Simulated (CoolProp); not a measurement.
Vapour-liquid equilibrium of R113 (1) + ethanol (2) at 159.35 °C; x and y are mole fractions of (1).

Values from CoolProp's multi-fluid Helmholtz-energy mixture model, Marx 1992 and Schroeder 2014; pair parameters Bell 2016.

```tsv
x	bubble pressure (MPa)	y at the bubble point	dew pressure at overall composition x (MPa)	liquid density (mol/L)
0.05	1.433	___	___	13.00
0.2	1.766	0.363	1.503	11.02
0.35	1.897	0.455	___	9.449
0.5	___	___	1.934	___
0.65	1.928	___	1.889	7.360
0.8	1.824	___	1.706	6.746
0.95	1.571	0.899	1.503	6.326
```

Q: Complete the blanks.

A: 
- 0.05, y at the bubble point: 0.153
- 0.05, dew pressure at overall composition x (MPa): 1.297
- 0.35, dew pressure at overall composition x (MPa): 1.745
- 0.5, bubble pressure (MPa): 1.943
- 0.5, y at the bubble point: 0.523
- 0.5, liquid density (mol/L): 8.244
- 0.65, y at the bubble point: 0.600
- 0.8, y at the bubble point: 0.710

y crosses x between x = 0.5 and 0.65: the model has an azeotrope there.

The pair parameters rest on a limited set of measurements; away from them the model extrapolates.
